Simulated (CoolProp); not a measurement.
Vapour-liquid equilibrium of isobutane (1) + R245fa (2) at 99.7 kPa; x and y are mole fractions of (1).

Computed with CoolProp (multi-fluid Helmholtz-energy mixture model, Bücker 2006 and Akasaka 2015; pair parameters Bell 2016).

```csv
x,bubble temperature (K),y at the bubble point,dew temperature at overall composition x (K),liquid density (mol/L)
0.05,275.2,0.431,(withheld),(withheld)
0.2,261.1,(withheld),282.6,10.47
0.35,258.9,0.769,278.0,10.38
0.5,258.9,0.770,272.5,10.27
0.65,258.9,(withheld),265.7,10.21
0.8,258.7,0.797,258.7,10.20
0.95,259.7,0.910,(withheld),10.22
```

Question: What belongs in the gaps?

Answer: 
- 0.05, dew temperature at overall composition x (K): 286.6
- 0.05, liquid density (mol/L): 10.37
- 0.2, y at the bubble point: 0.732
- 0.65, y at the bubble point: 0.771
- 0.95, dew temperature at overall composition x (K): 260.3

y crosses x between x = 0.65 and 0.8: the model has an azeotrope there.

Pair parameters are fitted to limited data, so mixtures are less certain than the pure fluids. With so large a gap from Raoult's law the liquid may split in two, which this calculation doesn't test in full.
